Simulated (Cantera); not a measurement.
Input (Python, Cantera) and output of one run.

```python
import numpy as np
import cantera as ct

gas_names = """
    H HO2 H2 H2O H2O2 H2S H2SO4 O OH O2 O3 S SH SO SO2 SO3 S2 S2O S8
""".split()
cond_names = """
    H2O(s) H2O(L) H2SO4(L) S(cr1) S(cr2) S(L)
""".split()


# ... load() reads the species with a 1 bar reference pressure and builds the phases ...
atoms = {
    'H2S': {'H': 2, 'S': 1},
    'O2': {'O': 2},
}
top_T = {}  # K; cautious upper limits of use, not melting points


# ... equilibrate(T, P, feed) seeds the gas with the atoms and calls Mixture.equilibrate('TP', solver="vcs", rtol=1e-11, max_steps=5000) ...
results = []
feed = {'H2S': 1, 'O2': 0.024}  # mol
T = 3500  # K
P = 13332.2  # Pa
mix = equilibrate(T, P, feed)
results.append((T, P, feed, dict(zip(mix.species_names, mix.species_moles))))
print(gas.report(threshold=0.001))
for i in range(1, mix.n_phases):
    print(f"{mix.phase(i).name:16s} {mix.phase_moles(i):12.5e} mol")
```

It prints:

```
       temperature   3500 K
          pressure   13332 Pa
           density   0.0060484 kg/m^3
  mean mol. weight   13.202 kg/kmol
   phase of matter   gas

                          1 kg             1 kmol
                     ---------------   ---------------
          enthalpy        2.1406e+07        2.8261e+08  J
   internal energy        1.9202e+07        2.5351e+08  J
           entropy             16779        2.2152e+05  J/K
    Gibbs function       -3.7321e+07       -4.9272e+08  J
 heat capacity c_p            1823.6             24075  J/K
 heat capacity c_v            1193.8             15760  J/K

                      mass frac. Y      mole frac. X     chem. pot. / RT
                     ---------------   ---------------   ---------------
                 H           0.03998           0.52363           -12.838
                H2          0.016008           0.10483           -25.677
                 O         0.0077572         0.0064011            -21.81
                OH         0.0028332         0.0021993           -34.648
                 S           0.76833           0.31639           -17.964
                SH          0.049597          0.019801           -30.802
                SO          0.030922         0.0084946           -39.773
                S2          0.082231          0.016931           -35.927
     [  +11 minor]         0.0023455         0.0013143

S(L)              0.00000e+00 mol
```

Method: chemical equilibrium by Gibbs-energy minimisation in Cantera with the NASA 1993 tables (ideal gas, pure condensed phases).
